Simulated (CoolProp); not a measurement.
Vapour-liquid equilibrium of C3F8 (R218) (1) + R134a (2) at 40.7 kPa; x and y are mole fractions of (1).

Model: multi-fluid Helmholtz-energy mixture model, Lemmon 2006 and Tillner-Roth 1994; pair parameters Bell 2016, in CoolProp.

### Question
Give the bubble temperature and the first vapour's composition at x = 0.05, 0.15, 0.35. Is there an azeotrope?

### Answer
x = 0.05: 223.1 K, y = 0.307; x = 0.15: 217.7 K, y = 0.531; x = 0.35: 215.1 K, y = 0.633. y crosses x between x = 0.65 and 0.75: the model has an azeotrope there.

The pair parameters rest on a limited set of measurements; away from them the model extrapolates.
